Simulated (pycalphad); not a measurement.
Source of the numbers: pycalphad with the COST 507 light-alloy database (1999); pressure 1 atm. These are 1990s assessments: newer ones move some temperatures and phases. Amounts are mole fractions of atoms.

**Question.** Give the equilibrium state of Sn-8.387Si (wt.%) at 1390 K.

**Answer.** 
```
T = 1390.00 K, P = 101325 Pa, N = 1 mol of atoms
G = -96438 J/mol, H = 39298 J/mol, S = 97.65 J/(mol K)  (SER reference)
chemical potentials (J/mol): Sn -114154, Si -50658
phase             fraction      x(Sn)      x(Si)
LIQUID              0.7749     0.9304     0.0696
DIAMOND_A4          0.2251   3.28e-07     1.0000
```

DIAMOND_A4 is diamond (Si).
